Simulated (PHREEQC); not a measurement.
Consider water at 25 °C with 1.9 mol HCl and 0.0038 mol NiSO4 per kg of water. Closed to the air; pH follows from the charge balance.

Model: ion-association model, wateq4f.dat, run in PHREEQC.

This is a speciation only: nothing precipitates in the calculation.

### Question
Order these Ni species by the share of Ni that they hold, largest first: Ni+2, NiCl+, NiCl2.

### Answer
NiCl2 (64 %), NiCl+ (26 %), Ni+2 (9.8 %)

The pH is -0.14 and the ionic strength 1.90 mol/kgw. The ionic strength is past about 0.7 mol/kgw, beyond the range of this activity model, so the values are rough.
